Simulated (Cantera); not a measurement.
Premixed flame

A freely propagating, adiabatic, planar premixed flame of CH4 : O2 : N2 = 1 : 1.54 : 5.78 (molar parts), equivalence ratio 1.3, unburnt at 550 K and 2.40 bar; unity-Lewis-number transport, grid criteria slope 0.08 and curve 0.16, no radiation.

Computed with Cantera and GRI-Mech 3.0 (53 species, 325 reactions). Unity Lewis numbers drop preferential diffusion, which matters most where H2 and H carry the flame. Burning velocities carry a grid error of a few per cent, more on coarse grids.

```
z (mm)   T (K)  u (m/s)     x CH4      x O2    x HO2    x HCN      x NO       x H
-------  -----  -------  --------  --------  -------  -------  --------  --------
-0.908     551    0.375     0.120     0.185  4.26e-8  2.88e-8   3.33e-8     <1e-8
-0.605     561    0.382     0.119     0.184  4.30e-7  2.87e-7   3.37e-7     <1e-8
-0.454     595    0.405     0.117     0.181  1.74e-6  1.13e-6   1.37e-6     <1e-8
-0.303     752    0.514     0.105     0.164  8.65e-6  5.22e-6   7.13e-6   2.26e-8
-0.151    1249    0.871    0.0638     0.108  3.30e-5  1.92e-5   3.17e-5   7.80e-6
-0.0757   1648     1.17    0.0300    0.0609  5.25e-5  3.13e-5   5.49e-5  0.000202
0         2007     1.45   0.00429    0.0179  1.86e-5  4.49e-5   8.63e-5   0.00288
0.0757    2130     1.54  0.000153   0.00331  2.38e-6  3.54e-5  0.000128   0.00651
0.151     2159     1.56   5.89e-6   0.00110  9.49e-7  1.86e-5  0.000152   0.00649
0.303     2185     1.57   6.01e-8  0.000457  4.42e-7  5.99e-6  0.000168   0.00486
0.605     2208     1.59     <1e-8  0.000182  1.65e-7  1.32e-6  0.000175   0.00303
1.21      2223     1.60     <1e-8   6.26e-5  4.77e-8  2.48e-7  0.000176   0.00176
2.42      2230     1.60     <1e-8   2.52e-5  1.58e-8  4.89e-8  0.000175   0.00112
```
x: mole fraction of selected species; z is measured from the peak of heat release.

laminar burning velocity: 37.4 cm/s
thermal thickness: 0.303 mm
peak x(HO2): 5.25e-5
peak x(HCN): 4.58e-5
peak x(H): 0.00677
grid points: 138
